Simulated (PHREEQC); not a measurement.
Consider water at 20 °C with 0.074 mmol/kgw FeSO4, 0.88 mmol/kgw NaH2PO4 and 1.2 mmol/kgw NaCl. Closed to the air; pH follows from the charge balance.

Equilibrium calculation in PHREEQC: ion-association model, phreeqc.dat.

This is a speciation only: nothing precipitates in the calculation.

### Question
Order these Fe species by the share of Fe that they hold, largest first: FeHPO4, Fe+2, FeH2PO4+, FeSO4.

### Answer
Fe+2 (73 %), FeH2PO4+ (25 %), FeHPO4 (1.5 %), FeSO4 (0.57 %)

The pH is 5.12 and the ionic strength 0.00235 mol/kgw.
